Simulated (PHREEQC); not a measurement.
## Nickel, zinc or cadmium bath with copper plating or etch bath (model solution)

Solution A (0.039 mol/kgw CdSO4, 0.00011 mol/kgw Na2SO4 and 0.072 mol/kgw FeSO4) is mixed with solution B (0.0043 mol/kgw CuSO4, 0.093 mol/kgw HCl and 0.014 mol/kgw H3BO3) at 25 °C; shares are by mass of water, 1 kg in all. No oxygen is let in. CO2 from the air is kept out. Only these solids could form: Cu(OH)2, Brochantite, Antlerite, Atacamite, Cd(OH)2, CdOHCl, Halite, Mirabilite, Melanterite, Chalcanthite.

Model: ion-association model, wateq4f.dat, run in PHREEQC.

```
share of solution B    pH  Cu+2 (mol/kgw)  Fe+2 (mol/kgw)  SO4-2 (mol/kgw)
-------------------  ----  --------------  --------------  ---------------
0                    5.86               0          0.0419           0.0482
0.1                  2.53        0.000242          0.0382           0.0430
0.25                 2.08        0.000634          0.0329           0.0348
0.4                  1.82         0.00108          0.0275           0.0264
0.5                  1.68         0.00143          0.0239           0.0209
0.6                  1.55         0.00181          0.0201           0.0157
0.75                 1.37         0.00249          0.0138          0.00893
0.9                  1.22         0.00326         0.00611          0.00366
1                    1.13         0.00381               0         0.000946
```

Complexes and solids missing from the database can't appear.
